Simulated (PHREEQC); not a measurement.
PHREEQC input (ion-association model, phreeqc.dat):

```
SOLUTION_SPECIES
  CO3-2 + 10 H+ + 8 e- = CH4 + 3 H2O  # shut off: no methane
    -log_k -100
    -delta_h 0
    -analytic -100
SOLUTION 1
  temp 25
  units mol/kgw
  pH 7 charge
END
SELECTED_OUTPUT 1
  -reset false
  -pH true
  -pe true
  -ionic_strength true
  -water true
  -totals C C(-4) C(4) Sg
  -molalities H+ CO3-2 OH- HCO3- CO2 (CO2)2
USER_PUNCH 1
  -headings p_CO2(g) phi_CO2(g) p_H2Sg(g) phi_H2Sg(g) p_H2O(g) phi_H2O(g) density
  10 PUNCH PR_P("CO2(g)"), PR_PHI("CO2(g)"), PR_P("H2Sg(g)"), PR_PHI("H2Sg(g)"), PR_P("H2O(g)"), PR_PHI("H2O(g)"), RHO
PRINT
  -reset false
USE solution 1
REACTION_TEMPERATURE 1
  20
GAS_PHASE 1
  -fixed_pressure
  -pressure 5
  -temperature 20
  -volume 20
  CO2(g) 2.65
  H2Sg(g) 2.35
  H2O(g) 0
END
# ... the last block is repeated for the other 7 points of T (°C)
```

Selected output (columns that matter, 8 of 8 rows; T (°C) added in front):

```
T (°C)	pH	mu	C	Sg	m_H+	m_OH-	m_CO2	p_CO2(g)	phi_CO2(g)	p_H2Sg(g)	phi_H2Sg(g)	p_H2O(g)	phi_H2O(g)	density
20	3.5969	0.00025756	0.10339	0.21755	0.00025756	2.751e-11	0.10289	2.7202	0.97129	2.2554	0.959	0.024418	0.94971	0.99919
30	3.6134	0.00024796	0.078418	0.17134	0.00024796	6.1341e-11	0.078003	2.6951	0.97409	2.2609	0.96249	0.043977	0.95368	0.99641
40	3.6308	0.00023817	0.061797	0.14026	0.00023817	1.2745e-10	0.061444	2.6683	0.97657	2.2558	0.9656	0.075975	0.95711	0.99283
50	3.6491	0.00022835	0.050218	0.11867	0.00022835	2.4862e-10	0.049913	2.6346	0.9788	2.239	0.9684	0.12641	0.96004	0.98856
60	3.6684	0.00021842	0.041797	0.10316	0.00021842	4.5858e-10	0.041533	2.5887	0.9808	2.208	0.97093	0.20329	0.96248	0.98366
70	3.6892	0.00020821	0.035399	0.091586	0.00020821	8.0528e-10	0.03517	2.5245	0.98263	2.1586	0.97323	0.31693	0.96444	0.97819
80	3.7124	0.00019739	0.030302	0.082485	0.00019739	1.3554e-09	0.030104	2.4343	0.98434	2.0855	0.97535	0.48029	0.96593	0.97219
90	3.7391	0.00018559	0.026016	0.074785	0.00018559	2.2018e-09	0.025847	2.3092	0.98599	1.9816	0.97736	0.70923	0.96696	0.96569
```

Constants without temperature data keep their 25 °C values here.
